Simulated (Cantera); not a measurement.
Mixture: 29.1 % H2, 18.2 % O2, 52.7 % N2, equivalence ratio 0.80, at 24.0 bar, adiabatic and at constant volume. Ignition delay is the time to a rise of 400 K.

Model: GRI-Mech 3.0 (53 species, 325 reactions), integrated in Cantera. The hydrogen kinetics of GRI-Mech 3.0 are dated; newer H2 mechanisms differ, most at raised pressure. The pressure lies above the range GRI-Mech 3.0 was tuned for (to about 10 atm).

**Question.** Predict: delay at 1250 K; delay at 1325 K; delay at 1400 K; delay at 1475 K; delay at 1550 K.

**Answer.** 
| Quantity | Value |
|---|---|
| delay at 1250 K | 43.2 µs |
| delay at 1325 K | 9.48 µs |
| delay at 1400 K | 1.84 µs |
| delay at 1475 K | 0.809 µs |
| delay at 1550 K | 0.509 µs |
